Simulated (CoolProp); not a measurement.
A single-stage vapour-compression cycle with isobutene: evaporating at 241.15 K (dew point), condensing at 295.15 K (bubble point), superheat 0 K, subcooling 2 K, compressor efficiency 0.8, no pressure losses. Each further row changes one setting.

Computed with CoolProp (reference Helmholtz-energy equation of state, Lemmon 2005). It is a short technical equation, of lower accuracy than the large ones.

```
case                              cooling COP  pressure ratio  discharge temperature (K)  refrigerating effect (kJ/kg)  volumetric capacity (kJ/m³)
--------------------------------  -----------  --------------  -------------------------  ----------------------------  ---------------------------
as stated                                2.95            8.22                      313.8                           298                          288
evaporating temperature 246.15 K         3.38      (withheld)                      310.9                           304                          368
condensing temperature 290.15 K          3.33            7.02                 (withheld)                           310                          300
subcooling 7 K                     (withheld)            8.22                      313.8                           310                          300
superheat 10 K                           2.96            8.22                      324.3                           312                          289
compressor efficiency 0.7          (withheld)            8.22                      321.9                           298                          288
```

Problem. Some entries are withheld; supply them.

Solution. 
- evaporating temperature 246.15 K, pressure ratio: 6.46
- condensing temperature 290.15 K, discharge temperature (K): 308.1
- subcooling 7 K, cooling COP: 3.06
- compressor efficiency 0.7, cooling COP: 2.58
